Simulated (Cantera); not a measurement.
Feed: 1 mol B2O3, 0.51 mol O2, held at 1525 °C and 0.00310 bar.

Cantera equilibrium calculation (NASA polynomials, part measured and part estimated; ideal gas, pure solids and liquids). Candidate condensed phases: B, B2O3; 10 gas species. Rates play no part.

Base state: B2O3 0.638, O2 0.325, BO2 0.0365, O 0.00122, BO 3.47e-5 (mole fractions); condensed: gas only.

### Question
What changes in the equilibrium state with this change: B2O3 replaced by B2H6?

### Answer
```
species     before     after
---------  -------  --------
H2               0     0.784
HBO              0     0.120
B2O2       3.59e-7    0.0704
B2O3         0.638   0.00337
O2           0.325     <1e-9
BO2         0.0365   4.36e-7
BO         3.47e-5    0.0154
H                0   0.00561
O          0.00122     <1e-9
HBO2             0  0.000763
B(s), mol        0     0.994
```
The feed counts by its element totals alone. The tables' values for BH2 are old estimates; treat these amounts as uncertain. Further candidate phases: B3O3H3, H2O.
